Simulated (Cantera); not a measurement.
A freely propagating, adiabatic, planar premixed flame of 16.0 % CH4, 17.7 % O2, 66.3 % N2, equivalence ratio 1.8, unburnt at 300 K and 1.50 bar; mixture-averaged transport, grid criteria slope 0.08 and curve 0.16, no radiation.

Model: GRI-Mech 3.0 (53 species, 325 reactions), integrated in Cantera. Burning velocities carry a grid error of a few per cent, more on coarse grids.

Q: Predict: laminar burning velocity; thermal thickness; peak x(C2H4); peak x(H2); peak x(H).

A: 
| Quantity | Result |
|---|---|
| laminar burning velocity | 4.95 cm/s |
| thermal thickness | 1.79 mm |
| peak x(C2H4) | 0.00327 |
| peak x(H2) | 0.110 |
| peak x(H) | 0.000173 |
